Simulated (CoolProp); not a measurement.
Computed with CoolProp (reference Helmholtz-energy equation of state, Marx 1992).

Give the vapour pressure (bar), liquid density (kg/m³), enthalpy of vaporisation (kJ/kg), liquid cp (kJ/(kg K)) of saturated R113 at 399.3 K.


```json
[
 {"T (K)": "399.3", "p (bar)": "7.73", "liquid density (kg/m³)": "1290", "enthalpy of vaporisation (kJ/kg)": "114", "liquid cp (kJ/(kg K))": "1.05"}
]
```
